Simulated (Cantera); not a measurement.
## Thermodynamics of silicon etching in halogen gases, feed Si + Br₂ + N₂

A closed system holds: 1 mol Si, 2.8 mol Br₂, a varied amount of N₂, held at 1250 K and 2.40 Pa.

These are equilibrium values from Cantera (NASA tables, ideal gas, pure condensed phases), not measurements of a reactor. Candidate condensed phases: Br₂, Si, Si₃N₄; 13 gas species. The tables' values for SiBr₃ are old estimates; treat these amounts as uncertain. The numbers say what is thermodynamically allowed, not how fast it happens.

```tsv
n(N₂) (mol)	log p N₂	log p Br	log p SiBr₂	log p SiBr₄	log p SiBr₃	log p Br₂	log p SiBr
5.7	-4.83	-5.17	-5.90	-5.94	-6.78	-7.91	-11.17
13	-4.74	-5.37	-6.01	-6.46	-7.09	-8.31	-11.09
19	-4.71	-5.48	-6.09	-6.76	-7.29	-8.53	-11.06
26	-4.69	-5.58	-6.18	-7.05	-7.47	-8.73	-11.04
33	-4.67	-5.66	-6.25	-7.28	-7.63	-8.89	-11.03
40	-4.67	-5.73	-6.31	-7.48	-7.76	-9.03	-11.02
47	-4.66	-5.79	-6.37	-7.66	-7.87	-9.15	-11.02
54	-4.65	-5.84	-6.42	-7.81	-7.98	-9.26	-11.02
```
log p: log10 of the partial pressure in bar; nothing condenses.

From 5.7 mol N₂ to 54 mol N₂ nothing is condensed. The main Si-bearing gas is SiBr₂ throughout.
